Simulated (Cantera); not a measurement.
Reactions in the system Cl-H-O

Cantera with NASA thermochemical tables; ideal gases at 1 bar, condensed phases pure. Values are per mole of reaction as written; species without (g) are pure solids or liquids, kept so even where they would boil at 1 bar.

H2O2(g) → H2(g) + O2(g)

```csv
T (K),ΔH° (kJ),ΔS° (J/K),ΔG° (kJ),log10 K
300,136.3,101.4,105.9,-18.44
373,137.4,104.6,98.4,-13.78
523,139.2,108.6,82.4,-8.23
673,140.4,110.7,65.9,-5.11
823,141.2,111.8,49.2,-3.12
973,141.8,112.4,32.4,-1.74
1123,142.1,112.7,15.5,-0.72
1273,142.3,112.9,-1.4,0.06
1423,142.3,112.9,-18.3,0.67
1573,142.2,112.8,-35.3,1.17
1723,142.1,112.8,-52.2,1.58
```

3 H2O(g) → 3 H2(g) + O3(g)

| T (K) | ΔH° (kJ) | ΔS° (J/K) | ΔG° (kJ) | log10 K |
|---|---|---|---|---|
| 300 | 867.3 | 64.7 | 847.9 | -147.63 |
| 373 | 869.3 | 70.6 | 843.0 | -118.05 |
| 523 | 873.7 | 80.5 | 831.6 | -83.05 |
| 673 | 878.1 | 87.8 | 819.0 | -63.56 |
| 823 | 882.2 | 93.3 | 805.3 | -51.11 |
| 973 | 885.9 | 97.5 | 791.0 | -42.46 |
| 1123 | 889.0 | 100.5 | 776.2 | -36.10 |
| 1273 | 891.6 | 102.7 | 760.9 | -31.22 |
| 1423 | 893.9 | 104.4 | 745.4 | -27.36 |
| 1573 | 896.0 | 105.8 | 729.6 | -24.23 |
| 1723 | 898.0 | 107.0 | 713.7 | -21.63 |

2 O(g) + 2 H(g) → H2O2(g)

```csv
T (K),ΔH° (kJ),ΔS° (J/K),ΔG° (kJ),log10 K
300,-1070.7,-317.3,-975.5,169.85
373,-1073.7,-326.3,-952.0,133.32
523,-1079.2,-338.5,-902.1,90.10
673,-1083.7,-346.2,-850.7,66.03
823,-1087.7,-351.5,-798.3,50.67
973,-1091.1,-355.4,-745.3,40.01
1123,-1094.1,-358.3,-691.8,32.18
1273,-1096.8,-360.5,-637.9,26.17
1423,-1099.2,-362.3,-583.6,21.42
1573,-1101.3,-363.7,-529.2,17.57
1723,-1103.1,-364.8,-474.5,14.39
```

2 HCl(g) + 2 OH(g) → Cl2(g) + 2 H2O(g)

| T (K) | ΔH° (kJ) | ΔS° (J/K) | ΔG° (kJ) | log10 K |
|---|---|---|---|---|
| 300 | -377.8 | -140.6 | -335.6 | 58.43 |
| 373 | -378.9 | -144.1 | -325.2 | 45.53 |
| 523 | -380.8 | -148.3 | -303.2 | 30.28 |
| 673 | -382.1 | -150.6 | -280.8 | 21.79 |
| 823 | -383.2 | -152.0 | -258.1 | 16.38 |
| 973 | -384.0 | -152.9 | -235.2 | 12.63 |
| 1123 | -384.6 | -153.5 | -212.2 | 9.87 |
| 1273 | -385.1 | -153.9 | -189.2 | 7.76 |
| 1423 | -385.5 | -154.2 | -166.0 | 6.09 |
| 1573 | -385.8 | -154.4 | -142.9 | 4.74 |
| 1723 | -385.9 | -154.5 | -119.7 | 3.63 |
